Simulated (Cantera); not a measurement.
A perfectly stirred reactor is fed with C₂H₆ : N₂ = 1 : 1.8 (molar parts), at 0.110 bar; it is held at 1025 K, and followed from long to short residence time.

Cantera simulation using GRI-Mech 3.0 (53 species, 325 reactions); the numbers are that mechanism's predictions, not measurements. GRI-Mech 3.0 stops at C3 and has no aromatics, soot or wall deposition, so with more carbon than oxygen in the feed, carbon stays in small species such as C2H2 where larger ones or solid carbon would form.

```tsv
quantity	before	after
x(C₂H₆) at τ = 0.550 s	0.278	0.315
x(C₂H₂) at τ = 0.550 s	0.000405	0.000121
x(H₂) at τ = 0.550 s	0.0557	0.0301
x(C₂H₄) at τ = 0.550 s	0.0562	0.0304
x(CH₂) at τ = 0.550 s	<1e-12	<1e-12
x(C₂H₆) at τ = 10.0 ms	0.357	0.357
x(C₂H₂) at τ = 10.0 ms	4.02e-8	2.92e-9
x(H₂) at τ = 10.0 ms	0.000374	0.000103
x(C₂H₄) at τ = 10.0 ms	0.000376	0.000104
x(CH₂) at τ = 10.0 ms	<1e-12	<1e-12
```

Q: Name the change that produced these shifts.
A. N2 1.8 to 0.76 parts
B. N2 1.8 to 1.3 parts
C. temperature 1025 to 1000 K
D. N2 1.8 to 0.3 parts

A: C, temperature 1025 to 1000 K
